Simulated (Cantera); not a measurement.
Charge: 1 mol Cr2O3, 3000 mol H2, 1.3 mol N2, equilibrated at 1998 K and 10000 Pa.

Cantera equilibrium calculation (NASA polynomials, part measured and part estimated; ideal gas, pure solids and liquids). Candidate condensed phases: Cr, CrN, Cr2N, Cr2O3, H2O; 29 gas species. The numbers say what is thermodynamically allowed, not how fast it happens.

Base state: H2 0.993, H 0.00505, H2O 0.000995, Cr 0.000664, N2 0.000432 (mole fractions); condensed: gas only.

### Question
What changes in the equilibrium state with this change: temperature from 1998 K to 1423.15 K?

### Answer
```tsv
species	before	after
H2	0.993	0.999
H2O	0.000995	0.000725
N2	0.000432	0.000433
H	0.00505	2.10e-5
Cr	0.000664	1.06e-6
Cr(s), mol	0	1.45
Cr2O3(s), mol	0	0.275
```
Mutual solubility and eutectic melting of coexisting phases are not modelled.

### Question
What changes in the equilibrium state with this change: temperature from 1998 K to 1175 K?

### Answer
```csv
species,before,after
H2,0.993,0.999
N2,0.000432,0.000433
H2O,0.000995,7.86e-5
H,0.00505,3.88e-7
Cr,0.000664,1.03e-9
"Cr(s), mol",0,0.157
"Cr2O3(s), mol",0,0.921
```
Mutual solubility and eutectic melting of coexisting phases are not modelled.

### Question
What changes in the equilibrium state with this change: pressure from 10000 Pa to 320000 Pa?

### Answer
```tsv
species	before	after
H2	0.993	0.997
H2O	0.000995	0.000998
H	0.00505	0.000896
Cr	0.000664	0.000350
N2	0.000432	0.000432
Cr(s), mol	0	0.949
```
